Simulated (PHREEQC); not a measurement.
1 kg of water holding 0.28 mol/kgw KCl meets 20 L of dry gas (CO2 0.15, CH4 0.85 by moles) at fixed total pressure, at 80 °C; fugacities by Peng-Robinson. The gases take part in no redox reaction, some water evaporates into the gas, and hydrates or a liquid gas phase aren't modelled. Nothing may precipitate in this run.

All values are PHREEQC results (ion-association model, phreeqc.dat), not measurements.

**Question.** Predict dissolved CO2 (all carbonate carbon) (mol/kgw), φ of CO2 at P (atm) = 2, 5, 30, 400.

**Answer.** 
```tsv
P (atm)	dissolved CO2 (all carbonate carbon) (mol/kgw)	φ of CO2
2	0.00273	0.993
5	0.00787	0.984
30	0.0460	0.913
400	0.205	0.468
```

Constants without temperature data keep their 25 °C values here.
